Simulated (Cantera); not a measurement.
## Ignition delay

Mixture: H₂ : O₂ : N₂ = 1 : 1.16 : 3.49 (molar parts), equivalence ratio 0.43, at 4.93 atm, adiabatic and at constant volume. Ignition delay is the time to a rise of 400 K.

Cantera simulation using the H2/O2 subset of GRI-Mech 3.0, which has no nitrogen chemistry; the numbers are that mechanism's predictions, not measurements. The hydrogen kinetics of GRI-Mech 3.0 are dated; newer H2 mechanisms differ, most at raised pressure. Where the delays flatten at high temperature, the 400 K rule measures the pace of heat release, not the induction time.

| T0 (K) | delay (ms) |
|---|---|
| 1275 | 0.00721 |
| 1350 | 0.00470 |
| 1425 | 0.00341 |
| 1500 | 0.00265 |
| 1575 | 0.00217 |
| 1650 | 0.00185 |
